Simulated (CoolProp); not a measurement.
Vapour-liquid equilibrium of acetone (1) + cyclohexane (2) at 0.247 MPa; x and y are mole fractions of (1).

Computed with CoolProp (multi-fluid Helmholtz-energy mixture model, Lemmon 2006 and Zhou 2014; pair parameters Bell 2016).

Give the bubble temperature and the first vapour's composition at x = 0.05, 0.65, 0.8. Is there an azeotrope?

x = 0.05: 376.4 K, y = 0.250; x = 0.65: 356.1 K, y = 0.712; x = 0.8: 355.8 K, y = 0.791. y crosses x between x = 0.725 and 0.8: the model has an azeotrope there.

Pair parameters are fitted to limited data, so mixtures are less certain than the pure fluids.
